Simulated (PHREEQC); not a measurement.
Make-up at 25 °C: 0.013 mol HF, 0.21 mol NH4HF2, 0.005 mol (NH4)2SiF6 and 0.002 mol H3PO4 per kg of water. Closed to the air; pH follows from the charge balance.

The numbers come from PHREEQC with the ion-association model, phreeqc.dat.

Q: The ionic strength comes out as 0.226 mol/kgw. What activity coefficients do F-, H2PO4-, SiF6-2, H+, NH4+ get?

A: F- 0.70, H2PO4- 0.74, SiF6-2 0.29, H+ 0.79, NH4+ 0.67.

Precipitation was switched off in this run. SiF6-2 is the database's only silicon fluoride.
